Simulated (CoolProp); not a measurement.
Vapour-liquid equilibrium of ethanol (1) + ethylbenzene (2) at 149 kPa; x and y are mole fractions of (1).

Model: multi-fluid Helmholtz-energy mixture model, Schroeder 2014 and Zhou 2012; pair parameters Bell 2016, in CoolProp.

```csv
x,bubble temperature (K),y at the bubble point,dew temperature at overall composition x (K),liquid density (mol/L)
0.05,397.1,0.523,422.2,7.443
0.125,380.3,0.727,418.9,7.888
0.2,373.1,0.794,415.4,8.281
0.275,369.5,0.824,411.7,8.676
0.35,367.6,0.840,407.8,9.096
0.425,366.5,0.850,403.4,9.555
0.5,365.8,0.858,?,?
0.575,365.2,0.865,393.4,10.64
0.65,364.6,0.873,387.4,11.28
0.725,364.0,?,380.5,12.02
0.8,363.3,0.901,?,12.86
0.875,362.6,0.926,364.5,13.82
0.95,362.0,0.964,362.2,14.93
```

Fill in the missing entries.


- 0.5, dew temperature at overall composition x (K): 398.7
- 0.5, liquid density (mol/L): 10.07
- 0.725, y at the bubble point: 0.885
- 0.8, dew temperature at overall composition x (K): 372.3

No azeotrope shows between x = 0.05 and 0.95.

The pair parameters rest on a limited set of measurements; away from them the model extrapolates. With so large a gap from Raoult's law the liquid may split in two, which this calculation doesn't test in full.
